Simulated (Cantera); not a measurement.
Feed: 1 mol SiC, 0.12 mol O₂, 5 mol N₂, held at 1250 K and 780000 Pa.

Equilibrium computed with Cantera from the NASA thermochemical tables; the gas is ideal and each condensed phase is pure. Candidate condensed phases: C, Si, SiC, SiO₂, Si₂N₂O, Si₃N₄; 34 gas species. N₂ is the only nitrogen source here; it is nearly inert below about 1500 K, so the nitride shown seldom forms there in practice. Mutual solubility and eutectic melting of coexisting phases are not modelled. Equilibrium is a limit: real reactors are often held back by kinetics, nucleation or transport.

Base state: N₂ 1.00 (mole fractions); condensed: C(graphite) + Si₂N₂O(s) + Si₃N₄(s).

Q: What changes in the equilibrium state with this change: temperature from 1250 K to 1950 K?

A: 
| species | before | after |
|---|---|---|
| N₂ | 1.00 | 0.989 |
| CO | 1.18e-7 | 0.0107 |
| SiO | <1e-9 | 8.89e-5 |
| C(graphite), mol | 1.000 | 0.323 |
| Si₂N₂O(s), mol | 0.240 | 0.187 |
| Si₃N₄(s), mol | 0.173 | 0 |
| SiC(s), mol | 0 | 0.625 |
